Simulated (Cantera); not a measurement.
An isothermal, constant-pressure homogeneous reactor starts with N₂O : H₂O = 1 : 0.16 (molar parts), at 1173 K and 980 Pa. Integrator tolerance rtol = 1e-08.

Model: GRI-Mech 3.0 (53 species, 325 reactions), integrated in Cantera. GRI-Mech 3.0 was tuned for natural gas; its chemistry of N2O as a main component is partial and can be far from experiment. Radical loss at walls, strong at low pressure, is not modelled. The mechanism lacks the step 2 NO + O2 → 2 NO2, which can matter for NO2 below about 1400 K. The temperature is held fixed by assumption; the heat of reaction is taken as removed at once.

What does this change do: temperature 1173 to 1250 K?


```
quantity                                            before                                     after
----------------  ----------------------------------------  ----------------------------------------
x(N₂O) at 200 s      0.214 (gas-phase equilibrium 1.03e-9)   0.00731 (gas-phase equilibrium 1.75e-9)
x(H₂O) at 200 s       0.107 (gas-phase equilibrium 0.0964)     0.0967 (gas-phase equilibrium 0.0964)
x(O₂) at 200 s         0.211 (gas-phase equilibrium 0.301)       0.271 (gas-phase equilibrium 0.301)
x(N₂) at 200 s         0.437 (gas-phase equilibrium 0.602)       0.570 (gas-phase equilibrium 0.602)
x(HO₂) at 200 s    7.74e-8 (gas-phase equilibrium 3.99e-9)   9.15e-9 (gas-phase equilibrium 9.26e-9)
x(H₂O₂) at 200 s  1.41e-9 (gas-phase equilibrium 9.80e-11)  1.05e-9 (gas-phase equilibrium 1.93e-10)
```

What does this change do: temperature 1173 to 1523 K?


```csv
quantity,before,after
x(N₂O) at 200 s,0.214 (gas-phase equilibrium 1.03e-9),1.89e-6 (gas-phase equilibrium 7.56e-9)
x(H₂O) at 200 s,0.107 (gas-phase equilibrium 0.0964),0.0962 (gas-phase equilibrium 0.0962)
x(O₂) at 200 s,0.211 (gas-phase equilibrium 0.301),0.248 (gas-phase equilibrium 0.300)
x(N₂) at 200 s,0.437 (gas-phase equilibrium 0.602),0.549 (gas-phase equilibrium 0.602)
x(HO₂) at 200 s,7.74e-8 (gas-phase equilibrium 3.99e-9),7.95e-8 (gas-phase equilibrium 9.21e-8)
x(H₂O₂) at 200 s,1.41e-9 (gas-phase equilibrium 9.80e-11),1.12e-9 (gas-phase equilibrium 1.24e-9)
```
